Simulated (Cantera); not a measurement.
## Equilibrium for silicon carbide growth: CH₃SiCl₃ + C₃H₈ + H₂

Input: 1 mol CH₃SiCl₃, 0.2 mol C₃H₈, 230 mol H₂, at 1223.15 K.

Method: chemical equilibrium by Gibbs-energy minimisation in Cantera with the NASA 1993 tables (ideal gas, pure condensed phases). Candidate condensed phases: C, C₆H₆, C₇H₈, C₈H₁₈, Si, SiC; 109 gas species. The feed counts by its element totals alone. Kinetics and transport are ignored.

| P (Pa) | x H₂ | x HCl | x CH₄ | x H | n C(graphite) | n SiC(s) |
|---|---|---|---|---|---|---|
| 100 | 0.987 | 0.0128 | 1.30e-5 | 9.47e-6 | 0.597 | 1.000 |
| 220 | 0.987 | 0.0128 | 2.85e-5 | 6.39e-6 | 0.593 | 1.000 |
| 460 | 0.987 | 0.0128 | 5.97e-5 | 4.42e-6 | 0.586 | 1.000 |
| 1000 | 0.987 | 0.0128 | 0.000130 | 3.00e-6 | 0.570 | 1.000 |
| 2200 | 0.987 | 0.0128 | 0.000285 | 2.02e-6 | 0.533 | 1.000 |
| 4600 | 0.987 | 0.0128 | 0.000596 | 1.40e-6 | 0.461 | 1.000 |
| 10000 | 0.986 | 0.0128 | 0.00129 | 9.47e-7 | 0.298 | 1.000 |
| 22000 | 0.985 | 0.0129 | 0.00257 | 6.38e-7 | 0 | 1.000 |
| 46000 | 0.985 | 0.0129 | 0.00258 | 4.41e-7 | 0 | 0.999 |
| 100000 | 0.985 | 0.0128 | 0.00259 | 2.99e-7 | 0 | 0.996 |
x: gas mole fraction; n: condensed amount in mol.

From 0.00100 bar to 0.100 bar the condensed part is C(graphite) + SiC(s). From 0.220 bar to 1.00 bar the condensed part is SiC(s). The main Si-bearing gas is SiCl₂ at 0.00100 bar and SiHCl₃ at 1.00 bar.
